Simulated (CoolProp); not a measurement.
Vapour-liquid equilibrium of ethylbenzene (1) + m-xylene (2) at 427.4 K; x and y are mole fractions of (1).

Values from CoolProp's multi-fluid Helmholtz-energy mixture model, Zhou 2012 and Zhou 2012; pair parameters Bell 2016.

```csv
x,bubble pressure (MPa),y at the bubble point,dew pressure at overall composition x (MPa),liquid density (mol/L)
0.05,0.1504,0.054,0.1504,6.969
0.2,0.1524,0.212,0.1522,6.969
0.35,0.1542,0.366,0.1540,6.971
0.5,0.1559,0.517,0.1557,6.973
0.65,0.1575,0.664,0.1574,6.977
0.8,0.1590,0.809,0.1589,6.981
0.95,0.1604,0.952,0.1603,6.987
```

No azeotrope shows between x = 0.05 and 0.95.

Pair parameters are fitted to limited data, so mixtures are less certain than the pure fluids.
